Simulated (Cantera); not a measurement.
Charge: 1 mol Cu2O, 0.61 mol C, 13 mol N2, 2.9 mol CH4, held at 2400 Torr.

Equilibrium computed with Cantera from the NASA thermochemical tables; the gas is ideal and each condensed phase is pure. Candidate condensed phases: C, C6H6, C7H8, C8H18, Cu, CuO, Cu(OH)2, Cu2O, H2O; 139 gas species. Rates play no part.

### Question
At 1548 K, list the 7 most abundant gas species with their mole fractions, and the condensed phases.

### Answer
N2 0.657, H2 0.292, CO 0.0505, HCN 0.000642, CH4 0.000558, H2O 5.78e-5, NH3 2.20e-5. Condensed: C(graphite) + Cu(l).
